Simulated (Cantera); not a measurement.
**Hydrocarbon pyrolysis for carbon deposition**

A perfectly stirred reactor is fed with CH4 : N2 : H2O = 1 : 41 : 1.7 (molar parts), at 0.0263 atm; it is held at 1550 K, and followed from long to short residence time.

Cantera simulation using GRI-Mech 3.0 (53 species, 325 reactions); the numbers are that mechanism's predictions, not measurements. Radical loss at walls, strong at low pressure, is not modelled.

| τ (s) | x CH4 | x HCN | x C2H | x CH3 | x H | x C2H2 | x CH2 |
|---|---|---|---|---|---|---|---|
| 24 | 0.00416 | 2.28e-6 | 1.33e-8 | 6.23e-5 | 2.55e-5 | 0.00703 | 4.13e-8 |
| 4.6 | 0.00902 | 4.94e-7 | 1.04e-8 | 0.000118 | 1.44e-5 | 0.00618 | 6.60e-8 |
| 0.89 | 0.0164 | 5.30e-8 | 4.00e-9 | 0.000184 | 5.80e-6 | 0.00267 | 8.31e-8 |
| 0.17 | 0.0219 | 7.18e-10 | 1.69e-10 | 0.000153 | 7.46e-7 | 0.000178 | 4.28e-8 |
| 0.033 | 0.0228 | 2.04e-12 | <1e-12 | 3.97e-5 | 6.44e-8 | 5.29e-7 | 2.94e-9 |
| 0.0065 | 0.0229 | <1e-12 | <1e-12 | 7.95e-6 | 4.20e-8 | 8.29e-10 | 1.31e-10 |
| 0.0013 | 0.0229 | <1e-12 | <1e-12 | 1.56e-6 | 3.95e-8 | 1.26e-12 | 7.08e-12 |
| 0.00024 | 0.0229 | <1e-12 | <1e-12 | 2.62e-7 | 3.25e-8 | <1e-12 | <1e-12 |
x: mole fraction; the columns are a selection and need not sum to one.
